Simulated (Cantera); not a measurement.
Feed: 1 mol Cu, 0.11 mol NH₃, 4.4 mol N₂, held at 1348.15 K and 19.0 Pa.

Equilibrium computed with Cantera from the NASA thermochemical tables; the gas is ideal and each condensed phase is pure. Candidate condensed phases: Cu; 11 gas species. Equilibrium is a limit: real reactors are often held back by kinetics, nucleation or transport.

Base state: N₂ 0.962, H₂ 0.0356, Cu 0.00247, H 3.17e-5 (mole fractions); condensed: Cu(s).

What changes in the equilibrium state with this change: temperature from 1348.15 K to 1998 K?


```
species      before   after
----------  -------  ------
N₂            0.962   0.786
Cu          0.00247   0.176
H₂           0.0356  0.0207
H           3.17e-5  0.0168
Cu(s), mol    0.989       0
```

What changes in the equilibrium state with this change: NH₃ from 0.11 to 13 mol?


```tsv
species	before	after
H₂	0.0356	0.640
N₂	0.962	0.358
Cu	0.00247	0.00247
H	3.17e-5	0.000135
Cu(s), mol	0.989	0.925
```
